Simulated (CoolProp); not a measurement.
Vapour pressure (kPa) of CHF3 (R23): the reference equation beside estimates from Tc = 299.3 K, pc = 4832 kPa, ω = 0.263. Clausius-Clapeyron is anchored at 210 K with a constant enthalpy of vaporisation of 15.61 kJ/mol.

Model: reference Helmholtz-energy equation of state, Penoncello 2003, in CoolProp.

| T (K) | reference | Lee-Kesler | Clausius-Clapeyron | van der Waals | Redlich-Kwong | Soave-Redlich-Kwong | Peng-Robinson |
|---|---|---|---|---|---|---|---|
| 210 | 269.9 | 270.0 | 269.9 | 980.3 | 431.0 | 269.8 | 268.9 |
| 213.3 | 314.0 | 314.8 | 309.9 | 1061 | 490.7 | 314.5 | 312.9 |
| 216.6 | 363.4 | 364.9 | 354.4 | 1145 | 556.2 | 364.8 | 362.3 |
| 219.9 | 418.6 | 420.9 | 403.7 | 1234 | 627.6 | 420.9 | 417.5 |
| 223.3 | 481.9 | 485.2 | 459.7 | 1331 | 707.8 | 485.4 | 480.9 |
| 226.6 | 550.0 | 554.3 | 519.6 | 1428 | 792.3 | 554.9 | 549.2 |
| 229.9 | 625.2 | 630.5 | 585.2 | 1531 | 883.6 | 631.6 | 624.6 |
| 233.2 | 707.8 | 714.2 | 656.8 | 1638 | 982.0 | 716.1 | 707.7 |
| 236.5 | 798.5 | 805.8 | 734.9 | 1749 | 1088 | 808.9 | 798.9 |
| 239.8 | 897.6 | 905.9 | 819.8 | 1865 | 1201 | 910.3 | 898.7 |
| 243.1 | 1006 | 1015 | 911.7 | 1986 | 1323 | 1021 | 1008 |

Absolute difference from the reference over all 11 rows, mean and median: Lee-Kesler 0.7 and 0.8 %, Clausius-Clapeyron 5.2 and 5.5 %, van der Waals 167.9 and 159.6 %, Redlich-Kwong 44.7 and 44.1 %, Soave-Redlich-Kwong 0.8 and 0.9 %, Peng-Robinson 0.2 and 0.2 %.
